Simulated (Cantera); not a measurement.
# Equilibrium for abatement and gas-phase synthesis: S + O2 + H2

Input: 1 mol S, 0.27 mol O2, 0.41 mol H2, at 133 Pa.

Cantera equilibrium calculation (NASA polynomials, part measured and part estimated; ideal gas, pure solids and liquids). Candidate condensed phases: H2O, H2SO4, S; 19 gas species. Gases not in the tables: S3 to S7. The numbers say what is thermodynamically allowed, not how fast it happens.

From 673 K to 1573 K nothing is condensed.

```tsv
T (K)	x S2	x H2O	x H2	x SO2	x H2S	x SO
673	0.407	0.317	0.000233	0.137	0.134	8.35e-8
773	0.434	0.348	0.00125	0.118	0.0963	1.31e-6
873	0.448	0.366	0.00450	0.107	0.0717	1.10e-5
973	0.456	0.373	0.0121	0.102	0.0546	6.04e-5
1073	0.459	0.369	0.0259	0.102	0.0417	0.000245
1173	0.457	0.355	0.0466	0.107	0.0316	0.000800
1273	0.451	0.333	0.0727	0.115	0.0237	0.00220
1373	0.442	0.305	0.102	0.124	0.0176	0.00526
1473	0.430	0.273	0.132	0.134	0.0132	0.0111
1573	0.415	0.241	0.162	0.142	0.00986	0.0213
```
x: gas mole fraction; nothing condenses.
